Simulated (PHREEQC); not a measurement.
Make-up at 25 °C: 0.0047 mol/kgw NaHCO3 and 0.0085 mol/kgw NaOH. Closed to the air; pH follows from the charge balance.

The numbers come from PHREEQC with the ion-association model, wateq4f.dat.

This is a speciation only: nothing precipitates in the calculation.

Q: Predict the pH, ionic strength.

A: pH 11.54; ionic strength 0.0166 mol/kgw.

Q: In which forms is C present?

A: CO3-2 84 %, NaCO3- 12 %, HCO3- 3.6 % of the C.

Complexes and solids missing from the database can't appear.
